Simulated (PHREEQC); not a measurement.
Solution (35 °C): 12 mmol/kgw NiSO4, 10 mmol/kgw CuCl2 and 2.7 mmol/kgw NaH2PO4. Closed to the air; pH follows from the charge balance.

All values are PHREEQC results (ion-association model, wateq4f.dat), not measurements.

Task: The ionic strength comes out as 0.0605 mol/kgw. What activity coefficients do Cu+2, NiCl+, CuCl+, Na+, HPO4-2 get?

Result: Cu+2 0.45, NiCl+ 0.81, CuCl+ 0.80, Na+ 0.81, HPO4-2 0.43.

This is a speciation only: nothing precipitates in the calculation. The solution is supersaturated, for example in Atacamite, so a real one may precipitate; this is no full list. Species that the database lacks are ignored. H3PO4, which wateq4f.dat lacks, is added to it with the constant of phreeqc.dat. The database has no phosphate complexes of Cu, Ni.
